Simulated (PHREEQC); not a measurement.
Dissolve 0.11 mol/kgw H3PO4 and 0.1 mol/kgw HCl at 25 °C. Closed to the air; pH follows from the charge balance.

All values are PHREEQC results (ion-association model, phreeqc.dat), not measurements.

```json
[
 {"quantity": "pH", "before": "1.04", "after": "1.31"},
 {"quantity": "ionic strength (mol/kgw)", "before": "0.110", "after": "0.0580"},
 {"quantity": "H3PO4 (mol/kgw)", "before": "0.100", "after": "0.0470"},
 {"quantity": "H2PO4- (mol/kgw)", "before": "0.00987", "after": "0.00802"},
 {"quantity": "HPO4-2 (mol/kgw)", "before": "1.46e-8", "after": "1.87e-8"}
]
```

Problem. Which change was made?
A. H3PO4 from 0.11 to 0.55 mol/kgw
B. HCl left out
C. diluted 2-fold with water
D. temperature from 25 to 60 °C
E. diluted 100-fold with water

Solution. C, diluted 2-fold with water

No solid was allowed to form.
